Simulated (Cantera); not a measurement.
A perfectly stirred reactor is fed with CH₄ : CO : O₂ : N₂ = 1 : 0.93 : 3.57 : 13.4 (molar parts), equivalence ratio 0.69, at 0.550 bar; it is adiabatic with a 775 K inlet, and is followed from long to short residence time, starting on the burning branch (τ in s: 0.36, 0.14, 0.057, 0.023, 0.0091, 0.0036, 0.0015, 0.00058, 0.00023, 9.2e-05, 3.7e-05).

Model: GRI-Mech 3.0 (53 species, 325 reactions), integrated in Cantera.

Problem. What does this change do: inlet temperature 775 to 548 K?

Solution. 
```tsv
quantity	before	after
blow-out, bracketed by the residence times tried	burning at 92.0 µs, out at 37.0 µs	burning at 0.230 ms, out at 92.0 µs
x(CH₄) at τ = 0.360 s	7.48e-7	1.53e-6
x(CO) at τ = 0.360 s	0.00399	0.00176
x(O₂) at τ = 0.360 s	0.0587	0.0595
x(HO₂) at τ = 0.360 s	2.07e-6	1.30e-6
x(H₂O₂) at τ = 0.360 s	6.50e-8	4.54e-8
x(CH₄) at τ = 3.60 ms	2.85e-5	4.15e-5
x(CO) at τ = 3.60 ms	0.0156	0.0130
x(O₂) at τ = 3.60 ms	0.0645	0.0640
x(HO₂) at τ = 3.60 ms	3.94e-6	5.34e-6
x(H₂O₂) at τ = 3.60 ms	1.02e-7	1.45e-7
```

Problem. What does this change do: O2 3.57 to 2.5 parts?

Solution. 
| quantity | before | after |
|---|---|---|
| blow-out, bracketed by the residence times tried | burning at 92.0 µs, out at 37.0 µs | burning at 92.0 µs, out at 37.0 µs |
| x(CH₄) at τ = 0.360 s | 7.48e-7 | 1.09e-6 |
| x(CO) at τ = 0.360 s | 0.00399 | 0.0134 |
| x(O₂) at τ = 0.360 s | 0.0587 | 0.00833 |
| x(HO₂) at τ = 0.360 s | 2.07e-6 | 5.48e-7 |
| x(H₂O₂) at τ = 0.360 s | 6.50e-8 | 2.83e-8 |
| x(CH₄) at τ = 3.60 ms | 2.85e-5 | 3.37e-5 |
| x(CO) at τ = 3.60 ms | 0.0156 | 0.0302 |
| x(O₂) at τ = 3.60 ms | 0.0645 | 0.0190 |
| x(HO₂) at τ = 3.60 ms | 3.94e-6 | 2.21e-6 |
| x(H₂O₂) at τ = 3.60 ms | 1.02e-7 | 8.87e-8 |
